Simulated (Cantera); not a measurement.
Feed: 1 mol SiF4, 0.0056 mol C3H8, 97 mol H2, held at 1348.15 K and 10.0 mbar.

Equilibrium computed with Cantera from the NASA thermochemical tables; the gas is ideal and each condensed phase is pure. Candidate condensed phases: C, C6H6, C7H8, C8H18, Si, SiC; 113 gas species. The tables' values for SiF3, SiF2 are old estimates; treat these amounts as uncertain. Rates play no part.

Base state: H2 0.987, SiF4 0.00831, HF 0.00251, SiF3 0.00111, SiHF3 0.000476, SiF2 0.000114, H 2.30e-5, SiH2F2 1.29e-5 (mole fractions); condensed: SiC(s).

Task: What changes in the equilibrium state with this change: C3H8 from 0.0056 to 0.26 mol?

Result: 
| species | before | after |
|---|---|---|
| H2 | 0.987 | 0.986 |
| SiF4 | 0.00831 | 0.00828 |
| HF | 0.00251 | 0.00446 |
| SiF3 | 0.00111 | 0.000623 |
| CH4 | 5.63e-6 | 5.67e-5 |
| SiH2F2 | 1.29e-5 | 4.04e-6 |
| SiF2 | 0.000114 | 3.59e-5 |
| SiHF3 | 0.000476 | 0.000266 |
| SiC(s), mol | 0.0162 | 0.0866 |
| C(graphite), mol | 0 | 0.688 |

Task: What changes in the equilibrium state with this change: pressure from 10.0 mbar to 0.133 bar?

Result: 
```tsv
species	before	after
H2	0.987	0.988
SiF4	0.00831	0.00878
HF	0.00251	0.00156
SiF3	0.00111	0.000518
CH4	5.63e-6	0.000142
SiF2	0.000114	2.34e-5
SiC(s), mol	0.0162	0.00283
```
